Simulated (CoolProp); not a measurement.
n-perfluorohexane along the isobar 0.609 MPa: fugacity coefficient from the reference equation and from simpler models built on Tc = 448.0 K, pc = 1.742 MPa, ω = 0.497; each cubic takes its own stable root.

The numbers come from the reference Helmholtz-energy equation of state, Gao 2022 in CoolProp.

```csv
T (K),phase,reference
304.6,liquid,0.06459
314.9,liquid,0.09605
325.3,liquid,0.1384
335.7,liquid,0.1931
346.1,liquid,0.2619
356.5,liquid,0.3459
366.9,liquid,0.4460
377.3,liquid,0.5628
387.7,liquid,0.6958
398.1,gas,0.8152
408.4,gas,0.8316
418.8,gas,0.8462
429.2,gas,0.8592
439.6,gas,0.8709
450,gas,0.8813
```

How far does each simpler model (van der Waals, Redlich-Kwong, Soave-Redlich-Kwong, Peng-Robinson) lie from the reference over these 15 states: mean and median of the absolute difference, and the worst?


- van der Waals: mean 142.8 %, median 49.9 %, worst +598.1 % at 304.6 K and 0.609 MPa
- Redlich-Kwong: mean 57.9 %, median 43.7 %, worst +195.1 % at 304.6 K and 0.609 MPa
- Soave-Redlich-Kwong: mean 1.1 %, median 0.9 %, worst +2.3 % at 387.7 K and 0.609 MPa
- Peng-Robinson: mean 0.6 %, median 0.9 %, worst +1.4 % at 304.6 K and 0.609 MPa

At some of these states van der Waals, Redlich-Kwong gives the other phase, because its saturation line lies elsewhere.
